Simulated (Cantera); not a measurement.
A closed system holds: 1 mol c-C4F8, 3.6 mol H2, at 4.80 Pa.

These are equilibrium values from Cantera (NASA tables, ideal gas, pure condensed phases), not measurements of a reactor. Candidate condensed phases: C, C6H6, C7H8, C8H18; 110 gas species. Ions and electrons are included (thermal ionisation). The feed counts by its element totals alone. The numbers say what is thermodynamically allowed, not how fast it happens.

log p: log10 of the partial pressure in bar; n: condensed amount in mol.

| T (K) | log p HF | log p F | log p H | log p C | log p C3 | log p C2 | n C(graphite) |
|---|---|---|---|---|---|---|---|
| 2500 | -4.48 | -5.05 | -5.31 | -6.78 | -6.30 | -7.34 | 3.61 |
| 3000 | -5.65 | -4.71 | -4.76 | -5.15 | -6.08 | -6.22 | 0 |
| 3500 | ? | -4.70 | -4.75 | -5.00 | ? | ? | 0 |
| 4000 | -8.23 | -4.70 | -4.74 | -5.00 | -11.46 | -8.57 | 0 |
| 4500 | ? | -4.70 | -4.75 | -5.00 | ? | ? | 0 |
| 5000 | -9.81 | -4.70 | -4.75 | -5.01 | -14.99 | -10.20 | 0 |

**Question.** Fill in the missing entries.

**Answer.** 
- 4500, log p HF: -9.11
- 4500, log p C3: -13.41
- 4500, log p C2: -9.47
- 3500, log p HF: -7.12
- 3500, log p C3: -8.96
- 3500, log p C2: -7.44
